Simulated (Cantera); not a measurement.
Charge: 1 mol Cu₂O, 2.4 mol CH₄, 1.1 mol CO.

Cantera equilibrium calculation (NASA polynomials, part measured and part estimated; ideal gas, pure solids and liquids). Candidate condensed phases: C, C₆H₆, C₇H₈, C₈H₁₈, Cu, CuO, Cu(OH)₂, Cu₂O, H₂O; 113 gas species. Kinetics and transport are ignored.

What condenses at these points (T in K, P in Pa): (1400, 52); (1800, 52); (1300, 7200); (1900, 1000000); (2000, 7200)?


```
T (K)  P in Pa  condensed phases  Cu condensed (%)
-----  -------  ----------------  ----------------
1400        52            C + Cu              99.1
1800        52                 C               0.0
1300      7200            C + Cu             100.0
1900   1000000            C + Cu              99.9
2000      7200            C + Cu              77.8
```
